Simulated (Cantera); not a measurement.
A Cantera script and its output.

```python
import numpy as np
import cantera as ct

gas = ct.Solution("gri30.yaml")
gas.TPX = 723, 500000, {'CH4': 1, 'CO': 0.041, 'O2': 1.35, 'N2': 13.5, 'CO2': 0.15}
inlet = ct.Reservoir(gas, clone=True)
gas.equilibrate("HP")  # start burning
reactor = ct.IdealGasConstPressureReactor(gas, energy="on", clone=False)
exhaust = ct.Reservoir(gas, clone=True)
tau = [0.25, 0.081, 0.026, 0.0084, 0.0027, 0.00087, 0.00028, 9e-05, 2.9e-05, 9.3e-06][0]
for a, b in ((inlet, reactor), (reactor, exhaust)):
    ct.MassFlowController(a, b, mdot=lambda t: reactor.mass / tau)
net = ct.ReactorNet([reactor])
show = ['CH4', 'CO', 'O2', 'O', 'CO2', 'NO2']

rows = []
print(f"{'tau/s':>10s}{'T/K':>9s}" + "".join(f"{s:>11s}" for s in show))
for tau in [0.25, 0.081, 0.026, 0.0084, 0.0027, 0.00087, 0.00028, 9e-05, 2.9e-05, 9.3e-06]:
    net.initial_time = 0.0
    net.advance(30 * tau)
    before = gas.X
    net.advance(40 * tau)
    drift = np.max(np.abs(gas.X - before) / (gas.X + 1e-9))
    rows.append([gas.T, *gas[show].X, drift])
    print(f"{tau:10.3e}{gas.T:9.1f}" + "".join(f"{x:11.3e}" for x in gas[show].X))
```

Output:

```
     tau/s      T/K        CH4         CO         O2          O        CO2        NO2
 2.500e-01   1545.2  6.999e-03  2.642e-02  1.421e-03  4.419e-08  3.489e-02  2.204e-11
 8.100e-02   1527.0  7.433e-03  2.822e-02  2.924e-03  1.326e-07  3.274e-02  4.801e-11
 2.600e-02   1486.5  8.496e-03  3.094e-02  6.370e-03  3.998e-07  2.895e-02  1.111e-10
 8.400e-03    723.0  6.234e-02  2.556e-03  8.416e-02  6.173e-16  9.351e-03  3.304e-22
 2.700e-03    723.0  6.234e-02  2.556e-03  8.416e-02  6.145e-16  9.351e-03  7.269e-27
 8.700e-04    723.0  6.234e-02  2.556e-03  8.416e-02  6.120e-16  9.351e-03 -1.424e-29
 2.800e-04    723.0  6.234e-02  2.556e-03  8.416e-02  6.061e-16  9.351e-03  2.335e-32
 9.000e-05    723.0  6.234e-02  2.556e-03  8.416e-02  5.891e-16  9.351e-03 -9.136e-38
 2.900e-05    723.0  6.234e-02  2.556e-03  8.416e-02  5.422e-16  9.351e-03 -4.742e-41
 9.300e-06    723.0  6.234e-02  2.556e-03  8.416e-02  4.342e-16  9.351e-03  2.985e-44
```

Computed with Cantera and GRI-Mech 3.0 (53 species, 325 reactions).
